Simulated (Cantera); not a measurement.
A closed system holds: 1 mol toluene, 2.4 mol NH3, equilibrated at 2373.15 K and 1 atm.

These are equilibrium values from Cantera (NASA tables, ideal gas, pure condensed phases), not measurements of a reactor. Candidate condensed phases: C, C6H6, C7H8, C8H18; 92 gas species. Equilibrium is a limit: real reactors are often held back by kinetics, nucleation or transport.

Base state: H2 0.837, N2 0.126, HCN 0.0165, H 0.0127, C2H2 (acetylene) 0.00515, HNC 0.00166, CH4 0.000132, CH3 3.72e-5 (mole fractions); condensed: C(graphite).

Task: What changes in the equilibrium state with this change: temperature from 2373.15 K to 825 K?

Result: 
| species | before | after |
|---|---|---|
| H2 | 0.837 | 0.549 |
| CH4 | 0.000132 | 0.276 |
| N2 | 0.126 | 0.174 |
| H | 0.0127 | <1e-9 |
| HCN | 0.0165 | 5.33e-8 |
| C2H2 (acetylene) | 0.00515 | <1e-9 |
| HNC | 0.00166 | <1e-9 |
| CH3 | 3.72e-5 | <1e-9 |
| C4H2 | 1.30e-5 | <1e-9 |
| CN | 1.20e-5 | <1e-9 |
| C(graphite), mol | 6.75 | 5.09 |
